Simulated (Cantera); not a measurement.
A closed system holds: 1 mol Si₃N₄, 0.02 mol CO₂, 2.8 mol N₂, held at 0.000260 bar.

These are equilibrium values from Cantera (NASA tables, ideal gas, pure condensed phases), not measurements of a reactor. Candidate condensed phases: C, Si, SiC, SiO₂, Si₂N₂O, Si₃N₄; 34 gas species. Mutual solubility and eutectic melting of coexisting phases are not modelled. Rates play no part.

### Question
Which condensed phases are stable at each of these points (T (°C)): 1152, 1252, 1352, 1452, 1552, 1652, 1752, 1852?

### Answer
```tsv
T (°C)	condensed phases	Si condensed (%)
1152	SiC(s) + Si₂N₂O(s) + Si₃N₄(s)	100.0
1252	SiC(s) + Si₂N₂O(s) + Si₃N₄(s)	99.6
1352	Si(s) + SiC(s)	98.6
1452	Si(l) + SiC(s)	98.1
1552	Si(l) + SiC(s)	95.7
1652	Si(l) + SiC(s)	86.4
1752	Si(l)	48.9
1852	gas only	0.0
```

From 1152 °C to 1252 °C the condensed part is SiC(s) + Si₂N₂O(s) + Si₃N₄(s). At 1352 °C the condensed part is Si(s) + SiC(s). From 1452 °C to 1652 °C the condensed part is Si(l) + SiC(s). At 1752 °C the condensed part is Si(l). At 1852 °C nothing is condensed.
